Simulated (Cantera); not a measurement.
Input (Python, Cantera) and output of one run.

```python
import numpy as np
import cantera as ct

gas_names = [...]  # 87 gases of nasa_gas.yaml made of C, H, Si
cond_names = """
    C(gr) C6H6(L) C7H8(L) C8H18(L),n-octa Si(cr) Si(L) SiC(b)
""".split()


# ... load() reads the species with a 1 bar reference pressure and builds the phases ...
atoms = {
    'CH3SiH3': {'C': 1, 'H': 6, 'Si': 1},
    'C3H8': {'C': 3, 'H': 8},
    'H2': {'H': 2},
}
top_T = {'C(gr)': 4500, 'SiC(b)': 3050}  # K; cautious upper limits of use, not melting points


# ... equilibrate(T, P, feed) seeds the gas with the atoms and calls Mixture.equilibrate('TP', solver="vcs", rtol=1e-11, max_steps=5000) ...
results = []
feed = {'CH3SiH3': 1, 'C3H8': 0.021, 'H2': 67}  # mol
T = 1598  # K
P = 13332.2  # Pa
mix = equilibrate(T, P, feed)
results.append((T, P, feed, dict(zip(mix.species_names, mix.species_moles))))
print(gas.report(threshold=0.0001))
for i in range(1, mix.n_phases):
    print(f"{mix.phase(i).name:16s} {mix.phase_moles(i):12.5e} mol")
```

It prints:

```
       temperature   1598 K
          pressure   13332 Pa
           density   0.0020265 kg/m^3
  mean mol. weight   2.0196 kg/kmol
   phase of matter   gas

                          1 kg             1 kmol
                     ---------------   ---------------
          enthalpy        1.9586e+07        3.9556e+07  J
   internal energy        1.3007e+07        2.6269e+07  J
           entropy             97921        1.9776e+05  J/K
    Gibbs function       -1.3689e+08       -2.7647e+08  J
 heat capacity c_p             16220             32758  J/K
 heat capacity c_v             12103             24443  J/K

                      mass frac. Y      mole frac. X     chem. pot. / RT
                     ---------------   ---------------   ---------------
               CH4         0.0017424        0.00021934           -43.918
                 H        7.2745e-05        0.00014575           -10.402
                H2           0.99783           0.99961           -20.804
     [  +84 minor]        0.00035865        2.8052e-05

C(gr)             4.37582e-02 mol
Si(cr)            0.00000e+00 mol
SiC(b)            9.99995e-01 mol
```

Equilibrium computed with Cantera from the NASA thermochemical tables; the gas is ideal and each condensed phase is pure. The feed counts by its element totals alone.
